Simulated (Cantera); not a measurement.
Feed: 1 mol Si(CH₃)₄, 0.066 mol CH₄, 1.6 mol H₂, at 1330 Pa.

Equilibrium computed with Cantera from the NASA thermochemical tables; the gas is ideal and each condensed phase is pure. Candidate condensed phases: C, C₆H₆, C₇H₈, C₈H₁₈, Si, SiC; 87 gas species. Kinetics and transport are ignored.

Over these rows the condensed part is C(graphite) + SiC(s). Partial pressures as log10 of bar:

```
T (K)  1000/T (1/K)  log p C₂H₂ (acetylene)  log p H₂
-----  ------------  ----------------------  --------
1425         0.7018                   -7.33     -1.88
1475         0.6780                   -7.05     -1.88
1525         0.6557                   -6.79     -1.88
1575         0.6349                       ?     -1.88
1625         0.6154                   -6.32     -1.88
1675         0.5970                   -6.11     -1.88
```

Problem. Fit log p(C₂H₂ (acetylene)) = a + b·(1000/T) to the five rows, give the apparent enthalpy, and predict the row at 1575 K.

Solution. Means: 1000/T = 0.6496, log p = -6.720. Sxy = -0.087407, Sxx = 0.0075050, so b = -11.65 and a = -6.720 − (-11.65)×0.6496 = 0.85.
Apparent enthalpy: −19.145 × (-11.65) = 223 kJ/mol. With the condensed phases at unit activity, 2 C(graphite) + H₂(g) = C₂H₂ (acetylene)(g) links this pressure to the main gases: over the six rows their terms move log p by +0.00 in all, so the slope is close to that reaction's ΔH°. The five rows lie within 0.01 of the line.
Prediction at 1575 K: 0.85 + (-11.65)×0.6349 = -6.55. The computed value is -6.55, 0.00 from the line.
